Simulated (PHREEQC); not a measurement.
**Brine (model solution)**

Make-up at 25 °C: 0.75 mol/kgw MgCl2 and 0.11 mol/kgw Na2B4O7. Closed to the air; pH follows from the charge balance.

Model: Pitzer model, pitzer.dat, run in PHREEQC.

Precipitation was switched off in this run.

Question: What pH does the model give?

Answer: pH 8.15.

Question: In which forms is Mg present?

Answer: Mg+2 92 %, MgB(OH)4+ 8.2 % of the Mg.

In brines, pH and single-ion activities rest on the MacInnes convention.
